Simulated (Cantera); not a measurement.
Input (Python, Cantera) and output of one run.

```python
import numpy as np
import cantera as ct

gas_names = """
    AL ALH ALN AL2 H H2 N NH NH2 NH3 N2 N2H2 N2H4
""".split()
cond_names = """
    AL(cr) AL(L) ALN(s)
""".split()


# ... load() reads the species with a 1 bar reference pressure and builds the phases ...
atoms = {
    'AlN': {'AL': 1, 'N': 1},
    'H2': {'H': 2},
}
top_T = {'ALN(s)': 2750}  # K; cautious upper limits of use, not melting points


# ... equilibrate(T, P, feed) seeds the gas with the atoms and calls Mixture.equilibrate('TP', solver="vcs", rtol=1e-11, max_steps=5000) ...
results = []
feed = {'AlN': 1, 'H2': 480}  # mol
T = 1900  # K
for P in [1, 6.8, 46, 320, 2200, 15000, 100000]:
    mix = equilibrate(T, P, feed)
    results.append((T, P, feed, dict(zip(mix.species_names, mix.species_moles))))
    x = sorted(zip(gas.X, gas.species_names), reverse=True)
    print(f"T = {T:g} K  P = {P:g} Pa  gas = {mix.phase_moles(0):.4g} mol")
    print("   x: " + "  ".join(f"{s} {v:.3e}" for v, s in x if v > 0.001))
    print("   condensed (mol): " + ("  ".join(f"{mix.phase(i).name} {mix.phase_moles(i):.4g}"
          for i in range(1, mix.n_phases) if mix.phase_moles(i) > 1e-12) or "none"))
```

Output:

```
T = 1900 K  P = 1 Pa  gas = 541.3 mol
   x: H2 7.761e-01  H 2.211e-01  AL 1.845e-03
   condensed (mol): none
T = 1900 K  P = 6.8 Pa  gas = 504.6 mol
   x: H2 9.055e-01  H 9.157e-02  AL 1.976e-03
   condensed (mol): none
T = 1900 K  P = 46 Pa  gas = 490.4 mol
   x: H2 9.607e-01  H 3.626e-02  AL 2.024e-03  N2 1.020e-03
   condensed (mol): none
T = 1900 K  P = 320 Pa  gas = 484.9 mol
   x: H2 9.830e-01  H 1.391e-02  AL 2.022e-03  N2 1.031e-03
   condensed (mol): none
T = 1900 K  P = 2200 Pa  gas = 482.8 mol
   x: H2 9.916e-01  H 5.328e-03  AL 1.969e-03  N2 1.036e-03
   condensed (mol): none
T = 1900 K  P = 15000 Pa  gas = 481.7 mol
   x: H2 9.952e-01  H 2.044e-03  AL 1.592e-03
   condensed (mol): ALN(s) 0.1285
T = 1900 K  P = 100000 Pa  gas = 480.4 mol
   x: H2 9.987e-01
   condensed (mol): ALN(s) 0.8536
```

These are equilibrium values from Cantera (NASA tables, ideal gas, pure condensed phases), not measurements of a reactor.
